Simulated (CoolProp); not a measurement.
Model: reference Helmholtz-energy equation of state, Marx 1992, in CoolProp.

Give the vapour pressure (kPa), liquid density (kg/m³), liquid cp (kJ/(kg K)), vapour Z of saturated R113 at 423.6 K.


```csv
T (K),p (kPa),liquid density (kg/m³),liquid cp (kJ/(kg K)),vapour Z
423.6,1230,1200,1.12,0.754
```
